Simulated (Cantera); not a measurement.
Charge: 1 mol Al2O3, 1.6 mol HCl, at 1400 °C.

Equilibrium computed with Cantera from the NASA thermochemical tables; the gas is ideal and each condensed phase is pure. Candidate condensed phases: Al, AlCl3, Al2O3, H2O; 29 gas species. The numbers say what is thermodynamically allowed, not how fast it happens.

At 0.190 bar, list the 6 most abundant gas species with their mole fractions, and the condensed phases.

HCl 0.981, H2O 0.00751, AlCl3 0.00500, Cl 0.00424, H2 0.00223, Cl2 0.000123. Condensed: Al2O3(s).
